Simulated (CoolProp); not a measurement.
R1233zd(E) along the isobar 9.04 bar: fugacity coefficient from the reference equation and from simpler models built on Tc = 165.7 °C, pc = 35.83 bar, ω = 0.304; each cubic takes its own stable root.

Model: reference Helmholtz-energy equation of state, Akasaka 2022, in CoolProp.

| T (°C) | phase | reference |
|---|---|---|
| 31.75 | liquid | 0.1775 |
| 43.45 | liquid | 0.2542 |
| 55.25 | liquid | 0.3527 |
| 67.05 | liquid | 0.4744 |
| 78.75 | liquid | 0.6192 |
| 90.55 | liquid | 0.7899 |
| 102.35 | gas | 0.8493 |
| 114.05 | gas | 0.8644 |
| 125.85 | gas | 0.8776 |
| 137.65 | gas | 0.8892 |
| 149.35 | gas | 0.8993 |
| 161.15 | gas | 0.9084 |

Problem. How far does each simpler model (van der Waals, Redlich-Kwong, Soave-Redlich-Kwong, Peng-Robinson) lie from the reference over these 12 states: mean and median of the absolute difference, and the worst?

Solution. 
- van der Waals: mean 65.4 %, median 8.4 %, worst +278.5 % at 31.75 °C and 9.04 bar
- Redlich-Kwong: mean 23.5 %, median 5.3 %, worst +74.2 % at 31.75 °C and 9.04 bar
- Soave-Redlich-Kwong: mean 1.2 %, median 1.0 %, worst +2.4 % at 90.55 °C and 9.04 bar
- Peng-Robinson: mean 0.3 %, median 0.2 %, worst -0.6 % at 161.15 °C and 9.04 bar

At some of these states van der Waals, Redlich-Kwong gives the other phase, because its saturation line lies elsewhere.
